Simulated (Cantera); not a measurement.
# N2O furnace oxynitridation

An isothermal, constant-pressure homogeneous reactor starts with N2O : H2O = 1 : 0.12 (molar parts), at 1425 K and 1.09 atm.

Detailed kinetics in Cantera: GRI-Mech 3.0 (53 species, 325 reactions). GRI-Mech 3.0 was tuned for natural gas; its chemistry of N2O as a main component is partial and can be far from experiment. The temperature is held fixed by assumption; the heat of reaction is taken as removed at once.

```tsv
t (s)	x N2O	x H2O	x O2	x H	x H2
3.00e-6	0.893	0.107	1.23e-5	3.40e-9	2.82e-10
1.02e-5	0.892	0.107	7.70e-5	3.39e-8	1.86e-8
3.46e-5	0.891	0.107	0.000332	1.29e-7	4.25e-7
0.000117	0.888	0.107	0.00133	2.18e-7	2.66e-6
0.000398	0.875	0.106	0.00482	2.30e-7	4.15e-6
0.00135	0.835	0.105	0.0162	2.15e-7	2.74e-6
0.00458	0.719	0.101	0.0497	1.93e-7	1.88e-6
0.0156	0.461	0.0911	0.125	1.69e-7	1.48e-6
0.0528	0.149	0.0795	0.220	1.03e-7	1.03e-6
0.179	0.0114	0.0745	0.265	1.12e-8	2.52e-7
0.608	1.21e-5	0.0741	0.269	1.98e-9	9.05e-8
2.06	1.42e-6	0.0741	0.269	1.97e-9	9.03e-8
7.00	1.41e-6	0.0741	0.269	1.97e-9	9.03e-8
```
x: mole fraction; the columns are a selection and need not sum to one.

Equilibrium at this temperature and pressure: N2O 5.23e-8, H2O 0.0741, O2 0.308, H 1.90e-9, H2 8.43e-8 (gas phase only).
